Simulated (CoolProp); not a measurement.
Vapour-liquid equilibrium of isobutane (1) + isobutene (2) at 1130 kPa; x and y are mole fractions of (1).

Model: multi-fluid Helmholtz-energy mixture model, Bücker 2006 and Lemmon 2005; pair parameters Bell 2016, in CoolProp.

```json
[
 {"x": "0.05", "bubble temperature, mixture model (K)": "349.1", "bubble temperature, Raoult's law (K)": "349.2", "y, mixture model": "0.055", "y, Raoult's law": "0.055"},
 {"x": "0.15", "bubble temperature, mixture model (K)": "348.4", "bubble temperature, Raoult's law (K)": "348.7", "y, mixture model": "0.163", "y, Raoult's law": "0.163"},
 {"x": "0.25", "bubble temperature, mixture model (K)": "347.8", "bubble temperature, Raoult's law (K)": "348.3", "y, mixture model": "0.267", "y, Raoult's law": "0.268"},
 {"x": "0.35", "bubble temperature, mixture model (K)": "347.3", "bubble temperature, Raoult's law (K)": "347.8", "y, mixture model": "0.369", "y, Raoult's law": "0.372"},
 {"x": "0.45", "bubble temperature, mixture model (K)": "346.8", "bubble temperature, Raoult's law (K)": "347.4", "y, mixture model": "0.468", "y, Raoult's law": "0.474"},
 {"x": "0.55", "bubble temperature, mixture model (K)": "346.4", "bubble temperature, Raoult's law (K)": "346.9", "y, mixture model": "0.567", "y, Raoult's law": "0.574"},
 {"x": "0.65", "bubble temperature, mixture model (K)": "346.0", "bubble temperature, Raoult's law (K)": "346.5", "y, mixture model": "0.664", "y, Raoult's law": "0.672"},
 {"x": "0.75", "bubble temperature, mixture model (K)": "345.6", "bubble temperature, Raoult's law (K)": "346.0", "y, mixture model": "0.760", "y, Raoult's law": "0.768"},
 {"x": "0.85", "bubble temperature, mixture model (K)": "345.3", "bubble temperature, Raoult's law (K)": "345.6", "y, mixture model": "0.856", "y, Raoult's law": "0.862"},
 {"x": "0.95", "bubble temperature, mixture model (K)": "345.0", "bubble temperature, Raoult's law (K)": "345.1", "y, mixture model": "0.952", "y, Raoult's law": "0.954"}
]
```

The largest gap from Raoult's law is -0.6 K in bubble temperature, at x = 0.45. No azeotrope shows between x = 0.05 and 0.95.

The pair parameters rest on a limited set of measurements; away from them the model extrapolates.
